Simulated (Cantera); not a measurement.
Feed: 1 mol Al(CH₃)₃, 6.2 mol N₂O, 2 mol H₂, 0.018 mol O₂, held at 0.580 bar.

These are equilibrium values from Cantera (NASA tables, ideal gas, pure condensed phases), not measurements of a reactor. Candidate condensed phases: Al, AlN, Al₂O₃, C, C₆H₆, C₇H₈, C₈H₁₈, H₂O; 148 gas species. The feed counts by its element totals alone. Gases not in the tables: Al(OH)₃. Equilibrium is a limit: real reactors are often held back by kinetics, nucleation or transport.

Task: Which condensed phases are stable at each of these points (T (K)): 673, 873, 1073, 1273, 1473, 1673, 1873, 2073, 2273?

Result: 
```
T (K)        condensed phases  Al condensed (%)
-----  ----------------------  ----------------
673    Al₂O₃(s) + C(graphite)             100.0
873    Al₂O₃(s) + C(graphite)             100.0
1073                 Al₂O₃(s)             100.0
1273                 Al₂O₃(s)             100.0
1473                 Al₂O₃(s)             100.0
1673                 Al₂O₃(s)             100.0
1873                 Al₂O₃(s)             100.0
2073                 Al₂O₃(s)             100.0
2273                 Al₂O₃(s)             100.0
```

From 673 K to 873 K the condensed part is Al₂O₃(s) + C(graphite). From 1073 K to 2273 K the condensed part is Al₂O₃(s).
